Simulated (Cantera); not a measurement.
A closed system holds: 1 mol AlCl3, 3.1 mol NH3, 60 mol N2, at 1325 K.

These are equilibrium values from Cantera (NASA tables, ideal gas, pure condensed phases), not measurements of a reactor. Candidate condensed phases: Al, AlCl3, AlN, NH4Cl; 20 gas species. Kinetics and transport are ignored.

Q: What share of the Al ends up in condensed phases as a function of P (Pa), at 10, 63, 400, 2500, 16000, 100000?

A: 
```
P (Pa)  Al condensed (%)      as
------  ----------------  ------
10                   0.0       -
63                  30.2  AlN(s)
400                 40.5  AlN(s)
2500                42.6  AlN(s)
16000               43.2  AlN(s)
100000              43.3  AlN(s)
```
